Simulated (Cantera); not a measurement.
An isothermal, constant-pressure homogeneous reactor starts with 0.754 % H2, 99.2 % O2, at 975 K and 0.0263 atm.

Model: GRI-Mech 3.0 (53 species, 325 reactions), integrated in Cantera. Radical loss at walls, strong at low pressure, is not modelled.

One state of this run: x H2 = 4.78e-10; x O2 = 0.992; x HO2 = 1.95e-9; x OH = 1.01e-6; x H = 2.72e-11; x H2O2 = 3.93e-10; x O = 8.97e-8. x: mole fraction; the columns are a selection and need not sum to one.

Problem. Which value of t (s) does it belong to?
A. 0.537
B. 6.21e-5
C. 50.0
D. 16.1

Solution. D, 16.1
